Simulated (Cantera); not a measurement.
A freely propagating, adiabatic, planar premixed flame of CO : H2 : O2 : N2 = 1 : 0.034 : 0.369 : 1.39 (molar parts), unburnt at 625 K and 5.00 bar; mixture-averaged transport, grid criteria slope 0.08 and curve 0.16, no radiation.

Model: GRI-Mech 3.0 (53 species, 325 reactions), integrated in Cantera. The hydrogen kinetics of GRI-Mech 3.0 are dated; newer H2 mechanisms differ, most at raised pressure. Burning velocities carry a grid error of a few per cent, more on coarse grids.

Problem. Predict: laminar burning velocity; thermal thickness; peak x(H); peak x(H2O2).

Solution. 
| Property | Value |
|---|---|
| laminar burning velocity | 119 cm/s |
| thermal thickness | 0.140 mm |
| peak x(H) | 0.00544 |
| peak x(H2O2) | 7.44e-5 |
